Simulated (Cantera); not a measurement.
**Gas activation for diamond growth**

An isothermal, constant-pressure homogeneous reactor starts with 1.13 % CH₄, 97.1 % H₂, 1.74 % O₂, equivalence ratio 29, at 2648 K and 0.0133 bar.

Model: GRI-Mech 3.0 (53 species, 325 reactions), integrated in Cantera. Radical loss at walls, strong at low pressure, is not modelled. The temperature is held fixed by assumption; the heat of reaction is taken as removed at once.

```json
[
 {"t (s)": "5.00e-6", "x CH₄": "0.0113", "x H₂": "0.971", "x O₂": "0.0174", "x O": "4.69e-7", "x H": "0.000125", "x C₂H₄": "2.05e-10"},
 {"t (s)": "1.68e-5", "x CH₄": "0.0111", "x H₂": "0.971", "x O₂": "0.0173", "x O": "2.26e-6", "x H": "0.000528", "x C₂H₄": "8.16e-9"},
 {"t (s)": "5.61e-5", "x CH₄": "0.0108", "x H₂": "0.968", "x O₂": "0.0169", "x O": "1.07e-5", "x H": "0.00246", "x C₂H₄": "2.72e-7"},
 {"t (s)": "0.000188", "x CH₄": "0.00878", "x H₂": "0.951", "x O₂": "0.0119", "x O": "4.78e-5", "x H": "0.0148", "x C₂H₄": "1.08e-5"},
 {"t (s)": "0.000630", "x CH₄": "0.00430", "x H₂": "0.916", "x O₂": "9.06e-5", "x O": "1.11e-5", "x H": "0.0408", "x C₂H₄": "3.45e-5"},
 {"t (s)": "0.00211", "x CH₄": "0.00136", "x H₂": "0.912", "x O₂": "1.80e-7", "x O": "1.31e-5", "x H": "0.0477", "x C₂H₄": "5.58e-6"},
 {"t (s)": "0.00707", "x CH₄": "0.000362", "x H₂": "0.906", "x O₂": "2.13e-7", "x O": "1.71e-5", "x H": "0.0571", "x C₂H₄": "8.00e-7"},
 {"t (s)": "0.0237", "x CH₄": "5.90e-5", "x H₂": "0.892", "x O₂": "2.51e-7", "x O": "2.42e-5", "x H": "0.0738", "x C₂H₄": "4.74e-8"},
 {"t (s)": "0.0794", "x CH₄": "1.49e-11", "x H₂": "0.851", "x O₂": "6.24e-7", "x O": "6.18e-5", "x H": "0.116", "x C₂H₄": "<1e-12"},
 {"t (s)": "0.266", "x CH₄": "<1e-12", "x H₂": "0.753", "x O₂": "2.53e-6", "x O": "0.000245", "x H": "0.216", "x C₂H₄": "<1e-12"},
 {"t (s)": "0.891", "x CH₄": "<1e-12", "x H₂": "0.657", "x O₂": "6.35e-6", "x O": "0.000604", "x H": "0.314", "x C₂H₄": "<1e-12"},
 {"t (s)": "2.98", "x CH₄": "<1e-12", "x H₂": "0.645", "x O₂": "7.01e-6", "x O": "0.000665", "x H": "0.326", "x C₂H₄": "<1e-12"},
 {"t (s)": "10.0", "x CH₄": "<1e-12", "x H₂": "0.645", "x O₂": "7.01e-6", "x O": "0.000665", "x H": "0.326", "x C₂H₄": "<1e-12"}
]
```
x: mole fraction; the columns are a selection and need not sum to one.

Equilibrium at this temperature and pressure: CH₄ <1e-12, H₂ 0.645, O₂ 7.01e-6, O 0.000665, H 0.326, C₂H₄ <1e-12 (gas phase only).
